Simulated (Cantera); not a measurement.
Mixture: CH₄ : O₂ : N₂ = 1 : 2.56 : 15.1 (molar parts), equivalence ratio 0.78, at 101000 Pa, adiabatic and at constant pressure. Ignition delay is the time to a rise of 400 K.

Computed with Cantera and GRI-Mech 3.0 (53 species, 325 reactions).

What does this change do: pressure from 101000 Pa to 3300000 Pa?


```
quantity                                                before       after
--------------------------------------------------  ----------  ----------
delay at 1250 K                                        30.4 ms    0.968 ms
delay at 1400 K                                        4.57 ms    0.214 ms
delay at 1550 K                                       0.947 ms     57.7 µs
delay at 1700 K                                       0.279 ms     17.7 µs
delay at 1850 K                                       0.108 ms     6.22 µs
apparent activation energy between 1775 and 1925 K  160 kJ/mol  180 kJ/mol
```
The pressure lies above the range GRI-Mech 3.0 was tuned for (to about 10 atm).
